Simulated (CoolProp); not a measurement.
Vapour-liquid equilibrium of n-perfluoropentane (1) + n-pentane (2) at 334 K; x and y are mole fractions of (1).

Model: multi-fluid Helmholtz-energy mixture model, Gao 2022 and Thol 2019; pair parameters Bell 2016, in CoolProp.

Task: Give the bubble pressure and the first vapour's composition at x = 0.35, 0.725, 0.95. Is there an azeotrope?

Result: x = 0.35: 378.2 kPa, y = 0.493; x = 0.725: 372.2 kPa, y = 0.615; x = 0.95: 308.1 kPa, y = 0.884. y crosses x between x = 0.5 and 0.575: the model has an azeotrope there.

Pair parameters are fitted to limited data, so mixtures are less certain than the pure fluids. With so large a gap from Raoult's law the liquid may split in two, which this calculation doesn't test in full.
